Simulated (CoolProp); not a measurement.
Nitrogen at several states: Z from the reference equation and from simpler models built on Tc = -147.0 °C, pc = 3.396 MPa, ω = 0.037; each cubic takes its own stable root.

Model: reference Helmholtz-energy equation of state, Span 2000, in CoolProp.

| T (°C) | p (MPa) | phase | reference | Pitzer virial | Peng-Robinson |
|---|---|---|---|---|---|
| 439.95 | 0.949 | gas | 1.004 | 1.003 | 1.003 |
| 310.35 | 6.74 | supercritical | ? | ? | ? |
| 651.25 | 0.082 | gas | 1.000 | 1.000 | 1.000 |
| 695.65 | 17.4 | supercritical | ? | ? | ? |
| 322.95 | 0.0364 | gas | 1.000 | 1.000 | 1.000 |

Task: Some entries are withheld; supply them.

Result: 
- 310.35, reference: 1.030
- 310.35, Pitzer virial: 1.022
- 310.35, Peng-Robinson: 1.024
- 695.65, reference: 1.062
- 695.65, Pitzer virial: 1.048
- 695.65, Peng-Robinson: 1.050
